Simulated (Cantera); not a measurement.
Charge: 1 mol CH3SiCl3, 1200 mol H2, 0.041 mol C2H4, at 2673 K and 1.00 Torr.

Cantera equilibrium calculation (NASA polynomials, part measured and part estimated; ideal gas, pure solids and liquids). The feed counts by its element totals alone. Kinetics and transport are ignored.

```
species             before     after
----------------  --------  --------
H2                   0.269     0.997
HCl               0.000548   0.00249
H                    0.728  0.000187
Si                0.000521   6.47e-9
C                 0.000171     <1e-9
C2H                3.46e-5     <1e-9
C3                 1.50e-5     <1e-9
Cl                 0.00103   3.82e-7
C2H2 (acetylene)  0.000127   3.52e-6
C(graphite), mol         0    0.0676
SiC(s), mol              0     1.000
```
Gas species are given as mole fractions.

Q: What was changed between the two runs?
A. temperature from 2673 K to 1050 K
B. temperature from 2673 K to 1425 K
C. H2 from 1200 to 2.5 mol
D. temperature from 2673 K to 1948.15 K

A: B, temperature from 2673 K to 1425 K
